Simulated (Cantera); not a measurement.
**Premixed flame**

A freely propagating, adiabatic, planar premixed flame of CH4 : CO : O2 : N2 = 1 : 0.086 : 2.04 : 6.74 (molar parts), unburnt at 523 K and 0.110 bar; mixture-averaged transport, grid criteria slope 0.08 and curve 0.16, no radiation.

Model: GRI-Mech 3.0 (53 species, 325 reactions), integrated in Cantera. Burning velocities carry a grid error of a few per cent, more on coarse grids.

| z (mm) | T (K) | u (m/s) | x CH4 | x CO | x O2 | x C2H2 | x OH | x N2O |
|---|---|---|---|---|---|---|---|---|
| -6.51 | 523 | 1.75 | 0.101 | 0.00871 | 0.207 | <1e-8 | <1e-8 | <1e-8 |
| -4.34 | 524 | 1.76 | 0.101 | 0.00870 | 0.206 | <1e-8 | 5.37e-8 | <1e-8 |
| -3.25 | 527 | 1.77 | 0.101 | 0.00873 | 0.206 | 2.58e-8 | 1.16e-6 | <1e-8 |
| -2.17 | 569 | 1.92 | 0.0976 | 0.00952 | 0.202 | 7.34e-7 | 2.05e-5 | <1e-8 |
| -1.08 | 917 | 3.16 | 0.0738 | 0.0217 | 0.175 | 1.90e-5 | 0.000117 | <1e-8 |
| -0.542 | 1333 | 4.67 | 0.0411 | 0.0430 | 0.133 | 7.21e-5 | 0.000842 | <1e-8 |
| 0 | 1722 | 6.10 | 0.0112 | 0.0652 | 0.0827 | 0.000133 | 0.00375 | <1e-8 |
| 0.542 | 1889 | 6.72 | 0.00129 | 0.0685 | 0.0510 | 3.76e-5 | 0.00848 | <1e-8 |
| 1.08 | 1925 | 6.83 | 8.26e-5 | 0.0609 | 0.0378 | 2.31e-6 | 0.0113 | 1.16e-8 |
| 2.17 | 1945 | 6.87 | 3.08e-7 | 0.0491 | 0.0306 | <1e-8 | 0.0127 | 1.25e-8 |
| 4.34 | 1965 | 6.92 | <1e-8 | 0.0415 | 0.0280 | <1e-8 | 0.0131 | 1.22e-8 |
| 8.68 | 1990 | 6.99 | <1e-8 | 0.0395 | 0.0270 | <1e-8 | 0.0132 | 1.25e-8 |
| 17.4 | 2030 | 7.11 | <1e-8 | 0.0387 | 0.0259 | <1e-8 | 0.0132 | 1.35e-8 |
x: mole fraction of selected species; z is measured from the peak of heat release.

| Quantity | Value |
|---|---|
| laminar burning velocity | 175 cm/s |
| thermal thickness | 2.17 mm |
| peak x(C2H2) | 0.000135 |
| peak x(OH) | 0.0132 |
| grid points | 159 |
